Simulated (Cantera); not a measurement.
Mixture: 6.03 % CH4, 19.8 % O2, 74.2 % N2, equivalence ratio 0.61, at 0.410 bar, adiabatic and at constant pressure. Ignition delay is the time to a rise of 400 K.

Computed with Cantera and GRI-Mech 3.0 (53 species, 325 reactions).

Problem. Predict: delay at 1000 K; delay at 1100 K; delay at 1200 K; delay at 1300 K; delay at 1400 K; apparent activation energy between 1350 and 1450 K.

Solution. 
- delay at 1000 K: 2.08 s
- delay at 1100 K: 0.352 s
- delay at 1200 K: 72.1 ms
- delay at 1300 K: 17.8 ms
- delay at 1400 K: 5.39 ms
- apparent activation energy between 1350 and 1450 K: 180 kJ/mol
